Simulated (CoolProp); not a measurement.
Vapour-liquid equilibrium of R125 (1) + ethanol (2) at 68.5 kPa; x and y are mole fractions of (1).

The numbers come from the multi-fluid Helmholtz-energy mixture model, Lemmon 2005 and Schroeder 2014; pair parameters Bell 2016 in CoolProp.

```json
[
 {"x": "0.05", "bubble temperature, mixture model (K)": "262.1", "bubble temperature, Raoult's law (K)": "294.5", "y, mixture model": "0.990", "y, Raoult's law": "0.912"},
 {"x": "0.15", "bubble temperature, mixture model (K)": "237.6", "bubble temperature, Raoult's law (K)": "261.3", "y, mixture model": "0.999", "y, Raoult's law": "0.992"},
 {"x": "0.25", "bubble temperature, mixture model (K)": "230.0", "bubble temperature, Raoult's law (K)": "247.7", "y, mixture model": "0.999", "y, Raoult's law": "0.998"},
 {"x": "0.35", "bubble temperature, mixture model (K)": "226.3", "bubble temperature, Raoult's law (K)": "239.5", "y, mixture model": "1.000", "y, Raoult's law": "0.999"},
 {"x": "0.45", "bubble temperature, mixture model (K)": "224.1", "bubble temperature, Raoult's law (K)": "233.7", "y, mixture model": "1.000", "y, Raoult's law": "1.000"},
 {"x": "0.55", "bubble temperature, mixture model (K)": "222.7", "bubble temperature, Raoult's law (K)": "229.4", "y, mixture model": "1.000", "y, Raoult's law": "1.000"},
 {"x": "0.65", "bubble temperature, mixture model (K)": "221.7", "bubble temperature, Raoult's law (K)": "225.9", "y, mixture model": "1.000", "y, Raoult's law": "1.000"},
 {"x": "0.75", "bubble temperature, mixture model (K)": "220.7", "bubble temperature, Raoult's law (K)": "223.0", "y, mixture model": "1.000", "y, Raoult's law": "1.000"},
 {"x": "0.85", "bubble temperature, mixture model (K)": "219.7", "bubble temperature, Raoult's law (K)": "220.5", "y, mixture model": "1.000", "y, Raoult's law": "1.000"},
 {"x": "0.95", "bubble temperature, mixture model (K)": "218.3", "bubble temperature, Raoult's law (K)": "218.4", "y, mixture model": "1.000", "y, Raoult's law": "1.000"}
]
```

The largest gap from Raoult's law is -32.4 K in bubble temperature, at x = 0.05. No azeotrope shows between x = 0.05 and 0.95.

Pair parameters are fitted to limited data, so mixtures are less certain than the pure fluids. With so large a gap from Raoult's law the liquid may split in two, which this calculation doesn't test in full.
